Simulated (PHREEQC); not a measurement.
Consider water at 25 °C with 50 mmol/kgw H3BO3 and 3 mmol/kgw Na2SO4. Closed to the air; pH follows from the charge balance.

All values are PHREEQC results (ion-association model, phreeqc.dat), not measurements.

No solid was allowed to form.

### Question
What pH does the model give?

### Answer
pH 5.31.

### Question
In which forms is S present?

### Answer
SO4-2 98 %, NaSO4- 2.0 % of the S.

Complexes and solids missing from the database can't appear.
